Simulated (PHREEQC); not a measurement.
A made-up water analysis in mmol/kgw, 25 °C, pH 6.12, pe 11.5:

```
constituent           mmol/kgw
--------------------  --------
Na                       0.398
K                     0.000349
Ca                        0.07
Mg                       0.132
Cl                       0.234
S(6)                    0.0365
Alkalinity (meq/kgw)      0.51
Ni                      0.0137
Zn                    0.000406
Cu(2)                  0.00093
N(5)                   0.00293
Br                     0.00157
```

Valence states are taken as typed.

Model: ion-association model, wateq4f.dat, run in PHREEQC.

Each row changes one thing in this solution. No solid was allowed to form.

```tsv
case	CO2 (mol/kgw)	HCO3- (mol/kgw)	SO4-2 (mol/kgw)	Ni+2 (mol/kgw)	NiCO3 (mol/kgw)	MgSO4 (mol/kgw)	SI of Tenorite (CuO)	SI of Malachite (Cu2(OH)2CO3)
as made	0.000829	0.000504	3.52e-5	1.09e-5	2.09e-6	8.06e-7	-1.62	-2.59
all concentrations times 4 at the same typed pH	0.00315	0.00198	0.000131	2.94e-5	1.88e-5	9.11e-6	-1.28	-1.33
temperature from 25 to 10 °C at the same typed pH	0.00108	(withheld)	3.55e-5	1.14e-5	(withheld)	5.46e-7	-2.20	(withheld)
pH from 6.12 to 7.12 at the same alkalinity	8.04e-5	0.000489	3.52e-5	4.67e-6	8.72e-6	8.09e-7	-0.24	-0.84
pH from 6.12 to 6.42 at the same alkalinity	0.000413	0.000501	3.52e-5	9.47e-6	3.61e-6	8.07e-7	-1.09	-1.83
```

### Question
Complete the blanks.

### Answer

- temperature from 25 to 10 °C at the same typed pH, HCO3- (mol/kgw): 0.000506
- temperature from 25 to 10 °C at the same typed pH, NiCO3 (mol/kgw): 1.53e-6
- temperature from 25 to 10 °C at the same typed pH, SI of Malachite (Cu2(OH)2CO3): -3.33

Away from 25 °C the constants follow the database's enthalpies or fits; those with neither stay at their 25 °C values. The database's constant for dissolved Cu(OH)2 is higher than later reviews accept. The database's nickel carbonate constants are estimates that later reviews lower a good deal. The database's zinc carbonate complexes are estimates, stronger than later reviews accept.
